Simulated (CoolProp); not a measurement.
Values from CoolProp's reference Helmholtz-energy equation of state, Thol 2017.

For octamethyltrisiloxane (MDM), give the phase and the Z, cv (kJ/(kg K)), speed of sound (m/s), Joule-Thomson coefficient (K/MPa) at 235.05 °C and 1.77 MPa; 177.15 °C and 0.118 MPa.


- 235.05 °C and 1.77 MPa: liquid; Z 0.175, cv 1.99, speed of sound 301, Joule-Thomson coefficient 0.411
- 177.15 °C and 0.118 MPa: gas; Z 0.930, cv 1.79, speed of sound 118, Joule-Thomson coefficient 20.8
